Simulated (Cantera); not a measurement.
Charge: 1 mol TEOS, 18 mol O2, at 10.0 Torr.

Equilibrium computed with Cantera from the NASA thermochemical tables; the gas is ideal and each condensed phase is pure. Candidate condensed phases: C, C6H6, C7H8, C8H18, H2O, Si, SiC, SiO2; 123 gas species. The feed counts by its element totals alone. The tables hold silica as quartz up to 1696 K and as liquid above; real silica turns to tridymite and cristobalite and melts near 1996 K. Kinetics and transport are ignored.

Problem. Which condensed phases are stable at each of these points (T (K)): 1125, 1200, 1275, 1350, 1425, 1500, 1575, 1650, 1725, 1800?

Solution. 
```
T (K)  condensed phases  Si condensed (%)
-----  ----------------  ----------------
1125     SiO2(β-quartz)             100.0
1200     SiO2(β-quartz)             100.0
1275     SiO2(β-quartz)             100.0
1350     SiO2(β-quartz)             100.0
1425     SiO2(β-quartz)             100.0
1500     SiO2(β-quartz)             100.0
1575     SiO2(β-quartz)             100.0
1650     SiO2(β-quartz)             100.0
1725    SiO2(condensed)             100.0
1800    SiO2(condensed)             100.0
```

From 1125 K to 1650 K the condensed part is SiO2(β-quartz). From 1725 K to 1800 K the condensed part is SiO2(condensed).
